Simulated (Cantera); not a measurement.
Charge: 1 mol C2F6, 0.1 mol Si, a varied amount of H2, held at 1752 °C and 1.00 bar.

These are equilibrium values from Cantera (NASA tables, ideal gas, pure condensed phases), not measurements of a reactor. Candidate condensed phases: C, C6H6, C7H8, C8H18, Si, SiC; 113 gas species. The feed counts by its element totals alone. The tables' values for SiF3, SiF2 are old estimates; treat these amounts as uncertain. Gases not in the tables: C2F6 and larger saturated fluorocarbons. The numbers say what is thermodynamically allowed, not how fast it happens.

x: gas mole fraction; n: condensed amount in mol.

| n(H2) (mol) | x HF | x H2 | x CF4 | x SiF4 | x CF2 | x H | x CF3 | n C(graphite) |
|---|---|---|---|---|---|---|---|---|
| 1 | 0.663 | 3.04e-7 | 0.294 | 0.0332 | 0.00741 | 1.06e-6 | 0.00137 | (withheld) |
| 1.5 | 0.797 | 5.79e-7 | 0.169 | 0.0266 | 0.00562 | 1.46e-6 | 0.000904 | (withheld) |
| 2.3 | 0.927 | 1.46e-6 | 0.0485 | 0.0202 | 0.00301 | 2.33e-6 | 0.000354 | (withheld) |
| 3.5 | 0.875 | 0.109 | 6.95e-12 | 0.0153 | 3.61e-8 | 0.000635 | 1.47e-11 | 2.00 |
| 5.2 | 0.691 | 0.295 | <1e-12 | 0.0118 | 8.30e-9 | 0.00105 | 1.62e-12 | 2.00 |
| 7.8 | 0.524 | 0.465 | <1e-12 | 0.00864 | 3.02e-9 | 0.00131 | <1e-12 | 1.99 |
| 12 | 0.376 | 0.615 | <1e-12 | 0.00592 | 1.18e-9 | 0.00151 | <1e-12 | 1.98 |
| 17 | 0.282 | 0.711 | <1e-12 | 0.00420 | 5.73e-10 | 0.00162 | <1e-12 | 1.97 |

Q: Complete the blanks.

A: 
- 1, n C(graphite): 1.09
- 1.5, n C(graphite): 1.34
- 2.3, n C(graphite): 1.74
